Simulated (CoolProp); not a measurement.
Vapour-liquid equilibrium of R21 (1) + ethanol (2) at 401.4 K; x and y are mole fractions of (1).

Model: multi-fluid Helmholtz-energy mixture model, Platzer 1990 and Schroeder 2014; pair parameters Bell 2016, in CoolProp. This equation is an older, rougher fit; its heat capacities, sound speeds and derivatives of the liquid may be far off and weren't checked against measurements.

```json
[
 {"x": "0.05", "bubble pressure, mixture model (MPa)": "1.072", "bubble pressure, Raoult's law (MPa)": "0.6325", "y, mixture model": "0.478", "y, Raoult's law": "0.181"},
 {"x": "0.2", "bubble pressure, mixture model (MPa)": "1.922", "bubble pressure, Raoult's law (MPa)": "0.8939", "y, mixture model": "0.707", "y, Raoult's law": "0.512"},
 {"x": "0.35", "bubble pressure, mixture model (MPa)": "2.141", "bubble pressure, Raoult's law (MPa)": "1.155", "y, mixture model": "0.741", "y, Raoult's law": "0.693"},
 {"x": "0.5", "bubble pressure, mixture model (MPa)": "2.201", "bubble pressure, Raoult's law (MPa)": "1.417", "y, mixture model": "0.752", "y, Raoult's law": "0.808"},
 {"x": "0.65", "bubble pressure, mixture model (MPa)": "2.268", "bubble pressure, Raoult's law (MPa)": "1.678", "y, mixture model": "0.774", "y, Raoult's law": "0.886"},
 {"x": "0.8", "bubble pressure, mixture model (MPa)": "2.340", "bubble pressure, Raoult's law (MPa)": "1.939", "y, mixture model": "0.828", "y, Raoult's law": "0.944"},
 {"x": "0.95", "bubble pressure, mixture model (MPa)": "2.333", "bubble pressure, Raoult's law (MPa)": "2.201", "y, mixture model": "0.941", "y, Raoult's law": "0.988"}
]
```

The largest gap from Raoult's law is +115.0 % in bubble pressure, at x = 0.2. y crosses x between x = 0.8 and 0.95: the model has an azeotrope there.

The pair parameters rest on a limited set of measurements; away from them the model extrapolates. With so large a gap from Raoult's law the liquid may split in two, which this calculation doesn't test in full.
